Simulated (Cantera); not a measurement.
Feed: 1 mol Si2H6, 1.2 mol NO, 0.17 mol H2, at 923 K and 16.5 Torr.

Equilibrium computed with Cantera from the NASA thermochemical tables; the gas is ideal and each condensed phase is pure. Candidate condensed phases: H2O, Si, SiO2, Si2N2O, Si3N4; 35 gas species. The feed counts by its element totals alone. Equilibrium is a limit: real reactors are often held back by kinetics, nucleation or transport.

Base state: H2 1.00 (mole fractions); condensed: Si(s) + SiO2(β-quartz) + Si2N2O(s).

Task: What changes in the equilibrium state with this change: temperature from 923 K to 2073 K?

Result: 
```
species               before     after
-------------------  -------  --------
H2                      1.00     0.623
SiO                    <1e-9     0.239
N2                     <1e-9     0.119
H                    1.65e-9    0.0140
Si                     <1e-9   0.00453
SiH                    <1e-9  0.000305
SiH2                   <1e-9   9.87e-5
Si2N                   <1e-9   6.28e-5
Si(s), mol             0.500         0
SiO2(β-quartz), mol    0.300         0
Si2N2O(s), mol         0.600         0
Si(l), mol                 0     0.774
```
The tables' values for SiN are old estimates; treat these amounts as uncertain. Gases not in the tables: Si2H6 and higher silanes.

Task: What changes in the equilibrium state with this change: temperature from 923 K to 2023 K?

Result: 
```tsv
species	before	after
H2	1.00	0.628
SiO	<1e-9	0.240
N2	<1e-9	0.120
H	1.65e-9	0.0101
Si	<1e-9	0.00259
SiH	<1e-9	0.000195
Si(s), mol	0.500	0
SiO2(β-quartz), mol	0.300	0
Si2N2O(s), mol	0.600	0
Si(l), mol	0	0.785
```
The tables' values for SiN are old estimates; treat these amounts as uncertain. Gases not in the tables: Si2H6 and higher silanes.
